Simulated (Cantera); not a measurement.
Input: 1 mol CH3Cl, 0.13 mol HCl, 0.085 mol H2, equilibrated at 1330 Pa.

These are equilibrium values from Cantera (NASA tables, ideal gas, pure condensed phases), not measurements of a reactor. Candidate condensed phases: C, C6H6, C7H8, C8H18; 91 gas species. Kinetics and transport are ignored.

log p: log10 of the partial pressure in bar; n: condensed amount in mol.

| T (K) | log p HCl | log p H2 | log p H | log p Cl | log p C2H2 (acetylene) | log p C2H | n C(graphite) |
|---|---|---|---|---|---|---|---|
| 2075 | -2.18 | -2.19 | -3.67 | -3.79 | -5.10 | ___ | 0.997 |
| 2150 | -2.19 | -2.20 | -3.47 | -3.60 | -4.91 | ___ | 0.996 |
| 2225 | -2.21 | -2.21 | -3.29 | -3.43 | -4.74 | ___ | 0.994 |
| 2300 | -2.23 | -2.22 | -3.12 | -3.27 | -4.58 | ___ | 0.991 |
| 2375 | -2.25 | -2.23 | -2.97 | -3.13 | -4.44 | ___ | 0.987 |
| 2450 | -2.29 | -2.25 | -2.82 | -3.01 | -4.31 | ___ | 0.981 |
| 2525 | -2.33 | -2.28 | -2.69 | -2.89 | -4.20 | ___ | 0.974 |
| 2600 | -2.39 | -2.31 | -2.57 | -2.80 | -4.10 | ___ | 0.965 |

Some entries are withheld; supply them.


- 2075, log p C2H: -8.20
- 2150, log p C2H: -7.71
- 2225, log p C2H: -7.25
- 2300, log p C2H: -6.83
- 2375, log p C2H: -6.44
- 2450, log p C2H: -6.07
- 2525, log p C2H: -5.73
- 2600, log p C2H: -5.42
